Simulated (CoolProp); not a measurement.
Vapour-liquid equilibrium of R142b (1) + R113 (2) at 43.15 °C; x and y are mole fractions of (1).

The numbers come from the multi-fluid Helmholtz-energy mixture model, Lemmon 2006 and Marx 1992; pair parameters Bell 2016 in CoolProp.

```json
[
 {"x": "0.05", "bubble pressure, mixture model (MPa)": "?", "bubble pressure, Raoult's law (MPa)": "0.1114", "y, mixture model": "0.285", "y, Raoult's law": "0.256"},
 {"x": "0.15", "bubble pressure, mixture model (MPa)": "?", "bubble pressure, Raoult's law (MPa)": "0.1596", "y, mixture model": "0.557", "y, Raoult's law": "0.535"},
 {"x": "0.25", "bubble pressure, mixture model (MPa)": "0.2283", "bubble pressure, Raoult's law (MPa)": "0.2079", "y, mixture model": "0.690", "y, Raoult's law": "0.685"},
 {"x": "0.35", "bubble pressure, mixture model (MPa)": "?", "bubble pressure, Raoult's law (MPa)": "0.2561", "y, mixture model": "?", "y, Raoult's law": "0.779"},
 {"x": "0.45", "bubble pressure, mixture model (MPa)": "0.3246", "bubble pressure, Raoult's law (MPa)": "0.3044", "y, mixture model": "?", "y, Raoult's law": "0.842"},
 {"x": "0.55", "bubble pressure, mixture model (MPa)": "0.3691", "bubble pressure, Raoult's law (MPa)": "0.3526", "y, mixture model": "0.868", "y, Raoult's law": "0.889"},
 {"x": "0.65", "bubble pressure, mixture model (MPa)": "?", "bubble pressure, Raoult's law (MPa)": "0.4008", "y, mixture model": "?", "y, Raoult's law": "0.924"},
 {"x": "0.75", "bubble pressure, mixture model (MPa)": "?", "bubble pressure, Raoult's law (MPa)": "0.4491", "y, mixture model": "0.932", "y, Raoult's law": "0.951"},
 {"x": "0.85", "bubble pressure, mixture model (MPa)": "0.4995", "bubble pressure, Raoult's law (MPa)": "0.4973", "y, mixture model": "0.960", "y, Raoult's law": "0.974"},
 {"x": "0.95", "bubble pressure, mixture model (MPa)": "0.5456", "bubble pressure, Raoult's law (MPa)": "0.5456", "y, mixture model": "0.987", "y, Raoult's law": "0.992"}
]
```

Question: Fill in the missing entries.

Answer: 
- 0.05, bubble pressure, mixture model (MPa): 0.1176
- 0.15, bubble pressure, mixture model (MPa): 0.1750
- 0.35, bubble pressure, mixture model (MPa): 0.2779
- 0.35, y, mixture model: 0.771
- 0.45, y, mixture model: 0.826
- 0.65, bubble pressure, mixture model (MPa): 0.4124
- 0.65, y, mixture model: 0.902
- 0.75, bubble pressure, mixture model (MPa): 0.4555

The largest gap from Raoult's law is +9.8 % in bubble pressure, at x = 0.25. No azeotrope shows between x = 0.05 and 0.95.

Pair parameters are fitted to limited data, so mixtures are less certain than the pure fluids.
